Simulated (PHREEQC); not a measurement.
Consider water at 25 °C with 1.3 mmol/kgw HNO3, 0.3 mmol/kgw NaCl and 0.49 mmol/kgw MnSO4. Closed to the air; pH follows from the charge balance.

All values are PHREEQC results (ion-association model, phreeqc.dat), not measurements.

```
Item                            Value
--------------------  ---------------
pH                               2.92
ionic strength        0.00339 mol/kgw
specific conductance        655 µS/cm
total alkalinity         -1.30 meq/kg
```

```json
[
 {"species": "NO3-", "molality": "0.00130", "activity": "0.00122", "log γ": "-0.028"},
 {"species": "H+", "molality": "0.00126", "activity": "0.00119", "log γ": "-0.025"},
 {"species": "Mn+2", "molality": "0.000468", "activity": "0.000366", "log γ": "-0.107"},
 {"species": "SO4-2", "molality": "0.000427", "activity": "0.000333", "log γ": "-0.109"},
 {"species": "Cl-", "molality": "0.000300", "activity": "0.000281", "log γ": "-0.028"},
 {"species": "Na+", "molality": "0.000300", "activity": "0.000281", "log γ": "-0.027"},
 {"species": "HSO4-", "molality": "4.09e-5", "activity": "3.84e-5", "log γ": "-0.028"},
 {"species": "MnSO4", "molality": "2.16e-5", "activity": "2.17e-5", "log γ": "0.000"}
]
```

This is a speciation only: nothing precipitates in the calculation. Complexes and solids missing from the database can't appear.
